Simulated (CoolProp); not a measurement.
Vapour pressure (bar) of normal hydrogen: the reference equation beside estimates from Tc = 33.1 K, pc = 12.96 bar, ω = -0.219.

Model: reference Helmholtz-energy equation of state, Leachman 2009, in CoolProp.

| T (K) | reference | Lee-Kesler | van der Waals | Redlich-Kwong |
|---|---|---|---|---|
| 21.8 | 1.510 | 1.512 | 1.877 | 0.6548 |
| 23.1 | 2.094 | 2.095 | 2.541 | 1.092 |
| 24.4 | 2.821 | 2.822 | 3.344 | 1.710 |
| 25.7 | 3.710 | 3.709 | 4.294 | 2.542 |
| 27.1 | 4.869 | 4.866 | 5.493 | 3.715 |
| 28.4 | 6.154 | 6.149 | 6.777 | 5.096 |
| 29.7 | 7.661 | 7.657 | 8.232 | 6.786 |
| 31 | 9.416 | 9.417 | 9.866 | 8.814 |
| 32.3 | 11.45 | 11.46 | 11.68 | 11.20 |

Absolute difference from the reference over all 9 rows, mean and median: Lee-Kesler 0.1 and 0.1 %, van der Waals 13.0 and 12.8 %, Redlich-Kwong 26.2 and 23.7 %.
